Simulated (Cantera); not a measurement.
Charge: 1 mol borazine, 15 mol N2, 150 mol H2, equilibrated at 2098.15 K and 133 Pa.

These are equilibrium values from Cantera (NASA tables, ideal gas, pure condensed phases), not measurements of a reactor. The feed counts by its element totals alone. The tables' values for BH2 are old estimates; treat these amounts as uncertain. Kinetics and transport are ignored.

```csv
species,before,after
H2,0.828,0.894
N2,0.0936,0.0887
H,0.0768,0.0174
BH2,0.000663,0.000313
B,0.000474,9.87e-6
BH,2.56e-5,2.54e-6
"B(s), mol",2.79,0
"BN(s), mol",0,2.94
```
Gas species are given as mole fractions.

Problem. What was changed between the two runs?
(A) pressure from 133 Pa to 2800 Pa
(B) pressure from 133 Pa to 20000 Pa
(C) temperature from 2098.15 K to 1025 K
(D) temperature from 2098.15 K to 2375 K

Solution. A, pressure from 133 Pa to 2800 Pa
